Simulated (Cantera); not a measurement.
Feed: 1 mol PbO, 0.017 mol O2, 17 mol H2, held at 1523 K and 56000 Pa.

These are equilibrium values from Cantera (NASA tables, ideal gas, pure condensed phases), not measurements of a reactor. Candidate condensed phases: H2O, Pb, PbO, PbO2, Pb3O4; 12 gas species. The numbers say what is thermodynamically allowed, not how fast it happens.

Base state: H2 0.888, H2O 0.0575, Pb 0.0546, H 2.91e-5, Pb2 2.64e-5 (mole fractions); condensed: Pb(l).

### Question
What changes in the equilibrium state with this change: O2 from 0.017 to 0.37 mol?

### Answer
```csv
species,before,after
H2,0.888,0.849
H2O,0.0575,0.0968
Pb,0.0546,0.0546
H,2.91e-5,2.85e-5
Pb2,2.64e-5,2.64e-5
"Pb(l), mol",0.0180,0.0180
```
